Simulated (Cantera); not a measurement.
A Cantera script and what it prints.

```python
import numpy as np
import cantera as ct

gas_names = """
    H H2 N NH NH2 NH3 N2 N2H2 N2H4 Si SiH SiH2 SiH3 SiH4 SiN Si2 Si2N Si3
""".split()
cond_names = """
    Si(cr) Si(L) Si3N4(a)
""".split()


# ... load() reads the species with a 1 bar reference pressure and builds the phases ...
atoms = {
    'SiH4': {'Si': 1, 'H': 4},
    'N2': {'N': 2},
    'H2': {'H': 2},
    'NH3': {'N': 1, 'H': 3},
}
top_T = {'Si3N4(a)': 2400}  # K; cautious upper limits of use, not melting points


# ... equilibrate(T, P, feed) seeds the gas with the atoms and calls Mixture.equilibrate('TP', solver="vcs", rtol=1e-11, max_steps=5000) ...
results = []
feed = {'SiH4': 1, 'N2': 40, 'H2': 35, 'NH3': 0.49}  # mol
P = 133.322  # Pa
for T in [1073, 1148, 1223, 1298, 1373, 1448, 1523, 1598, 1673, 1748, 1823, 1898, 1973, 2048]:
    mix = equilibrate(T, P, feed)
    results.append((T, P, feed, dict(zip(mix.species_names, mix.species_moles))))

top = {s: max(r[3][s] / sum(r[3][g] for g in gas_names) for r in results) for s in gas_names}
cols = sorted((s for s in top if top[s] > 0.001), key=lambda s: -top[s])[:6]
seen = [c for c in cond_names if any(r[3].get(c, 0) > 1e-12 for r in results)]
print("log10 of partial pressures in bar; condensed amounts in mol")
print(f"{'T/K':>10s}" + "".join(f"{s[:9]:>10s}" for s in cols + seen))
for T, P, feed, n in results:
    ng = sum(n[g] for g in gas_names)
    print(f"{T:10.4g}" + "".join(f"{np.log10(max(n[s] / ng * P / 1e5, 1e-99)):10.3f}" for s in cols)
          + "".join(f"{n.get(c, 0):10.4g}" for c in seen))
```

It prints:

```
log10 of partial pressures in bar; condensed amounts in mol
       T/K        N2        H2         H        Si    Si(cr)     Si(L)  Si3N4(a)
      1073    -3.166    -3.187    -9.447   -18.358         0         0    0.3333
      1148    -3.166    -3.187    -8.738   -16.147         0         0    0.3333
      1223    -3.166    -3.187    -8.115   -14.209         0         0    0.3333
      1298    -3.166    -3.187    -7.563   -12.498         0         0    0.3333
      1373    -3.166    -3.187    -7.071   -10.976         0         0    0.3333
      1448    -3.166    -3.187    -6.629    -9.613         0         0    0.3333
      1523    -3.166    -3.187    -6.230    -8.387         0         0    0.3332
      1598    -3.166    -3.187    -5.868    -7.278         0         0    0.3322
      1673    -3.163    -3.192    -5.540    -6.379    0.9719         0         0
      1748    -3.164    -3.194    -5.238    -5.837         0    0.9046         0
      1823    -3.166    -3.197    -4.962    -5.355         0    0.7149         0
      1898    -3.170    -3.205    -4.709    -4.911         0    0.2106         0
      1973    -3.173    -3.213    -4.476    -4.798         0         0         0
      2048    -3.177    -3.224    -4.262    -4.795         0         0         0
```

These are equilibrium values from Cantera (NASA tables, ideal gas, pure condensed phases), not measurements of a reactor. The tables' values for SiN are old estimates; treat these amounts as uncertain. Gases not in the tables: Si2H6 and higher silanes.
